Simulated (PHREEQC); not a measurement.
Model water analysis in mmol/kgw, 65 °C, pH 2.34, pe 10.6:

```csv
constituent,mmol/kgw
Na,7.03
K,1.74
Ca,0.82
Mg,1.22
Cl,0.91
S(6),10.6
Cu(2),0.00403
O(0) (counted as O atoms),0.054
```

Valence states are taken as typed.

Computed with PHREEQC (ion-association model, wateq4f.dat).

Precipitation was switched off in this run.

Question: Order these Cu species by the share of Cu that they hold, largest first: CuSO4, CuCl+, Cu+2.

Answer: Cu+2 (70 %), CuSO4 (30 %), CuCl+ (0.53 %)

The pH is 2.34 and the ionic strength 0.0228 mol/kgw. Species that the database lacks are ignored. Constants without temperature data keep their 25 °C values here.
